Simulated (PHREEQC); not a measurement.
A made-up water analysis in mg/L, 25 °C, pH 7.06, pe -1.3:

| constituent | mg/L |
|---|---|
| Na | 154 |
| K | 63.3 |
| Ca | 76.9 |
| Mg | 1.3 |
| Cl | 29.9 |
| S(6) as SO4 | 389 |
| Alkalinity as HCO3 | 224 |
| Si as SiO2 | 0.355 |
| Fe(2) | 0.15 |
| N(-3) as NH4 | 0.0492 |

Valence states are taken as typed.

The numbers come from PHREEQC with the ion-association model, phreeqc.dat.

This is a speciation only: nothing precipitates in the calculation.

**Question.** Order these Ca species by the share of Ca that they hold, largest first: Ca+2, CaSO4, CaHCO3+, CaCO3.

**Answer.** Ca+2 (79 %), CaSO4 (19 %), CaHCO3+ (2.2 %), CaCO3 (0.14 %)

The pH is 7.06 and the ionic strength 0.0167 mol/kgw.
